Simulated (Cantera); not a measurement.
Input (Python, Cantera) and output of one run.

```python
import numpy as np
import cantera as ct

gas_names = """
    H HO2 H2 H2O H2O2 Hg O OH O2 O3
""".split()
cond_names = """
    H2O(s) H2O(L) Hg(cr) Hg(L) HgO(s)
""".split()


def load(file, names, dense=False):
    # The tables refer to 1 bar. Condensed volumes are neglected.
    table = {s.name: s for s in ct.Species.list_from_file(file)}
    out = []
    for n in names:
        d = dict(table[n].input_data)
        d["thermo"] = dict(d["thermo"], **{"reference-pressure": 1e5})
        if dense:
            d["equation-of-state"] = {"model": "constant-volume", "density": "1e6 g/cm^3"}
        out.append(ct.Species.from_dict(d))
    return out


gas = ct.Solution(thermo="ideal-gas", species=load("nasa_gas.yaml", gas_names))
cond = {s.name: ct.Solution(thermo="fixed-stoichiometry", species=[s], name=s.name)
        for s in load("nasa_condensed.yaml", cond_names, dense=True)}
atoms = {
    'HgO': {'Hg': 1, 'O': 1},
    'H2': {'H': 2},
}
top_T = {}  # K; cautious upper limits of use, not melting points


def equilibrate(T, P, feed):
    n = {}
    for name, mol in feed.items():
        for a, k in atoms[name].items():
            n[a] = n.get(a, 0.0) + k * mol
    gas.TPX = T, P, n
    mass = sum(n.values()) * gas.mean_molecular_weight
    gas.equilibrate("TP")
    valid = [c for c in cond.values() if c.min_temp <= T <= top_T.get(c.name, c.max_temp)]
    mix = ct.Mixture([(gas, mass / gas.mean_molecular_weight)] + [(c, 0.0) for c in valid])
    mix.T, mix.P = T, P
    mix.equilibrate("TP", solver="vcs", rtol=1e-11, max_steps=5000)
    return mix


results = []
feed = {'HgO': 1, 'H2': 1.2}  # mol
T = 1250  # K
P = 180000  # Pa
mix = equilibrate(T, P, feed)
results.append((T, P, feed, dict(zip(mix.species_names, mix.species_moles))))
x = sorted(zip(gas.X, gas.species_names), reverse=True)
print(f"T = {T:g} K  P = {P:g} Pa  gas = {mix.phase_moles(0):.4g} mol")
print("   x: " + "  ".join(f"{s} {v:.3e}" for v, s in x if v > 1e-06))
print("   condensed (mol): " + ("  ".join(f"{mix.phase(i).name} {mix.phase_moles(i):.4g}"
      for i in range(1, mix.n_phases) if mix.phase_moles(i) > 1e-12) or "none"))
```

Output:

```
T = 1250 K  P = 180000 Pa  gas = 2.2 mol
   x: Hg 4.545e-01  H2O 4.545e-01  H2 9.091e-02
   condensed (mol): none
```

Cantera equilibrium calculation (NASA polynomials, part measured and part estimated; ideal gas, pure solids and liquids).
